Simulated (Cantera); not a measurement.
What does this Cantera script print?

```python
import numpy as np
import cantera as ct

gas_names = """
    H H2 Hg N NH NH2 NH3 N2 N2H2 N2H4
""".split()
cond_names = """
    Hg(cr) Hg(L)
""".split()


def load(file, names, dense=False):
    # The tables refer to 1 bar. Condensed volumes are neglected.
    table = {s.name: s for s in ct.Species.list_from_file(file)}
    out = []
    for n in names:
        d = dict(table[n].input_data)
        d["thermo"] = dict(d["thermo"], **{"reference-pressure": 1e5})
        if dense:
            d["equation-of-state"] = {"model": "constant-volume", "density": "1e6 g/cm^3"}
        out.append(ct.Species.from_dict(d))
    return out


gas = ct.Solution(thermo="ideal-gas", species=load("nasa_gas.yaml", gas_names))
cond = {s.name: ct.Solution(thermo="fixed-stoichiometry", species=[s], name=s.name)
        for s in load("nasa_condensed.yaml", cond_names, dense=True)}
atoms = {
    'Hg': {'Hg': 1},
    'H2': {'H': 2},
    'N2': {'N': 2},
}
top_T = {}  # K; cautious upper limits of use, not melting points


def equilibrate(T, P, feed):
    n = {}
    for name, mol in feed.items():
        for a, k in atoms[name].items():
            n[a] = n.get(a, 0.0) + k * mol
    gas.TPX = T, P, n
    mass = sum(n.values()) * gas.mean_molecular_weight
    gas.equilibrate("TP")
    valid = [c for c in cond.values() if c.min_temp <= T <= top_T.get(c.name, c.max_temp)]
    mix = ct.Mixture([(gas, mass / gas.mean_molecular_weight)] + [(c, 0.0) for c in valid])
    mix.T, mix.P = T, P
    mix.equilibrate("TP", solver="vcs", rtol=1e-11, max_steps=5000)
    return mix


results = []
feed = {'Hg': 1, 'H2': 0.53, 'N2': 0.31}  # mol
P = 5700  # Pa
for T in [450, 550, 650, 750, 850, 950, 1050, 1150, 1250, 1350, 1450]:
    mix = equilibrate(T, P, feed)
    results.append((T, P, feed, dict(zip(mix.species_names, mix.species_moles))))

top = {s: max(r[3][s] / sum(r[3][g] for g in gas_names) for r in results) for s in gas_names}
cols = sorted((s for s in top if top[s] > 0.001), key=lambda s: -top[s])[:5]
seen = [c for c in cond_names if any(r[3].get(c, 0) > 1e-12 for r in results)]
print("log10 of partial pressures in bar; condensed amounts in mol")
print(f"{'T/K':>10s}" + "".join(f"{s[:9]:>10s}" for s in cols + seen))
for T, P, feed, n in results:
    ng = sum(n[g] for g in gas_names)
    print(f"{T:10.4g}" + "".join(f"{np.log10(max(n[s] / ng * P / 1e5, 1e-99)):10.3f}" for s in cols)
          + "".join(f"{n.get(c, 0):10.4g}" for c in seen))
```

Output:

```
log10 of partial pressures in bar; condensed amounts in mol
       T/K        Hg        H2        N2       NH3     Hg(L)
       450    -1.983    -1.541    -1.767    -3.120    0.8157
       550    -1.509    -1.785    -2.018    -4.663         0
       650    -1.509    -1.785    -2.018    -5.414         0
       750    -1.509    -1.785    -2.018    -5.978         0
       850    -1.509    -1.785    -2.018    -6.417         0
       950    -1.509    -1.785    -2.018    -6.770         0
      1050    -1.509    -1.785    -2.018    -7.058         0
      1150    -1.509    -1.785    -2.018    -7.299         0
      1250    -1.509    -1.785    -2.018    -7.502         0
      1350    -1.509    -1.785    -2.018    -7.676         0
      1450    -1.509    -1.785    -2.018    -7.826         0
```

Cantera equilibrium calculation (NASA polynomials, part measured and part estimated; ideal gas, pure solids and liquids).
